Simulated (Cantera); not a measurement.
Feed: 1 mol Ta(OEt)5, 1 mol H2O, at 0.110 Pa.

Cantera equilibrium calculation (NASA polynomials, part measured and part estimated; ideal gas, pure solids and liquids). Candidate condensed phases: C, C6H6, C7H8, C8H18, H2O, Ta, TaC, Ta2O5; 113 gas species. The feed counts by its element totals alone. TaC: taken at fixed stoichiometry. Condensed phases not in the tables: Ta2C. The numbers say what is thermodynamically allowed, not how fast it happens.

x: gas mole fraction; n: condensed amount in mol.

```
T (K)       x H     x H2   x CO       x C      x C3    x C2  n C(graphite)  n TaC(s)
-----  --------  -------  -----  --------  --------  ------  -------------  --------
1100    2.05e-5    0.692  0.308    <1e-12    <1e-12  <1e-12           3.00      1.00
1200   0.000157    0.692  0.308    <1e-12    <1e-12  <1e-12           3.00      1.00
1300   0.000877    0.692  0.308    <1e-12    <1e-12  <1e-12           3.00      1.00
1400    0.00385    0.689  0.307    <1e-12    <1e-12  <1e-12           3.00      1.00
1500     0.0138    0.681  0.306  1.56e-11  1.66e-12  <1e-12           3.00      1.00
1600     0.0420    0.657  0.301  5.72e-10  1.06e-10       ?           3.00      1.00
1700      0.109    0.600  0.291   1.37e-8   4.08e-9       ?           3.00      1.00
1800      0.239    0.490  0.271   2.30e-7   1.04e-7       ?           3.00      1.00
1900      0.432    0.326  0.241   2.86e-6   1.88e-6       ?           2.99      1.00
2000      0.626    0.163  0.211   2.77e-5   2.52e-5       ?           2.99      1.00
2100      0.744   0.0627  0.193  0.000215  0.000262       ?           2.96      1.00
2200      0.789   0.0216  0.185   0.00139   0.00220       ?           2.72      1.00
2300      0.790  0.00732  0.179   0.00761    0.0152       ?           1.11     1.000
2400      0.779  0.00264  0.174    0.0218    0.0197       ?              0     1.000
```

Q: Fill in the missing entries.

A: 
- 1600, x C2: 8.55e-12
- 1700, x C2: 3.33e-10
- 1800, x C2: 8.58e-9
- 1900, x C2: 1.57e-7
- 2000, x C2: 2.13e-6
- 2100, x C2: 2.25e-5
- 2200, x C2: 0.000192
- 2300, x C2: 0.00135
- 2400, x C2: 0.00295
